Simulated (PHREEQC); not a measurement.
Dissolve 0.0031 mol/kgw Cu(NO3)2, 0.025 mol/kgw H2SO4 and 3.5e-05 mol/kgw Na2SO4 at 25 °C and 100 atm. Closed to the air; pH follows from the charge balance.

Computed with PHREEQC (ion-association model, phreeqc.dat).

Q: The ionic strength comes out as 0.0520 mol/kgw. What activity coefficients do HSO4-, SO4-2, NO3-, Na+, H+ get?

A: HSO4- 0.82, SO4-2 0.46, NO3- 0.80, Na+ 0.82, H+ 0.85.

This is a speciation only: nothing precipitates in the calculation. Complexes and solids missing from the database can't appear. Under pressure, the constants of complexes without a molar volume in the database are unreliable.
